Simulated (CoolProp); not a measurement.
Ammonia at 398.97 K and 14.3 MPa flows at 0.3 m/s in a round tube of 100 mm bore and 15 µm roughness, fully developed (64/Re and Nu = 3.66 if laminar; Colebrook and Gnielinski if turbulent). Each further row changes one setting.

Computed with CoolProp (reference Helmholtz-energy equation of state, Gao 2020).

```
case              Reynolds number  Darcy friction factor  pressure drop (Pa/m)  heat-transfer coefficient (W/(m² K))  mass flow (kg/h)
----------------  ---------------  ---------------------  --------------------  ------------------------------------  ----------------
as stated                  232000                 0.0164                  3.03                                  1610              3480
velocity 0.6 m/s           463000                 0.0151                  11.1                                  2980              6960
diameter 200 mm            463000                 0.0143                  1.32                                  1420             13900
```

Viscosity comes from a separate model (Fenghour 1995). Thermal conductivity comes from a separate model (Tufeu 1984).
